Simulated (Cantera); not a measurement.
A closed system holds: 1 mol Si, 2.9 mol H2O, 9.2 mol N2, at 1075 °C and 383 Torr.

Equilibrium computed with Cantera from the NASA thermochemical tables; the gas is ideal and each condensed phase is pure. Candidate condensed phases: H2O, Si, SiO2, Si2N2O, Si3N4; 35 gas species. The tables hold silica as quartz up to 1696 K and as liquid above; real silica turns to tridymite and cristobalite and melts near 1996 K. Gases not in the tables: Si(OH)4. The numbers say what is thermodynamically allowed, not how fast it happens.

Base state: N2 0.760, H2 0.165, H2O 0.0744 (mole fractions); condensed: SiO2(β-quartz).

Task: What changes in the equilibrium state with this change: H2O from 2.9 to 0.21 mol?

Result: 
```
species              before   after
-------------------  ------  ------
N2                    0.760   0.976
H2                    0.165  0.0238
H2O                  0.0744   <1e-9
SiO2(β-quartz), mol    1.00       0
Si2N2O(s), mol            0   0.210
Si3N4(s), mol             0   0.193
```
N2 is the only nitrogen source here; it is nearly inert below about 1500 K, so the nitride shown seldom forms there in practice. Mutual solubility and eutectic melting of coexisting phases are not modelled.
